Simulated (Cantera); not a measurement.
A closed system holds: 1 mol PbO, 87 mol H2, 23 mol N2, at 1900 °C and 100000 Pa.

Cantera equilibrium calculation (NASA polynomials, part measured and part estimated; ideal gas, pure solids and liquids). Candidate condensed phases: H2O, Pb, PbO, PbO2, Pb3O4; 27 gas species. The numbers say what is thermodynamically allowed, not how fast it happens.

Base state: H2 0.771, N2 0.207, Pb 0.00899, H2O 0.00898, H 0.00424 (mole fractions); condensed: gas only.

Problem. What changes in the equilibrium state with this change: temperature from 1900 °C to 1150 °C?

Solution. 
```tsv
species	before	after
H2	0.771	0.775
N2	0.207	0.207
H2O	0.00898	0.00901
H	0.00424	5.86e-6
Pb	0.00899	0.00901
NH3	4.74e-6	2.45e-5
```

Problem. What changes in the equilibrium state with this change: temperature from 1900 °C to 1200 °C?

Solution. 
```csv
species,before,after
H2,0.771,0.775
N2,0.207,0.207
H2O,0.00898,0.00901
H,0.00424,1.11e-5
Pb,0.00899,0.00901
NH3,4.74e-6,2.09e-5
```
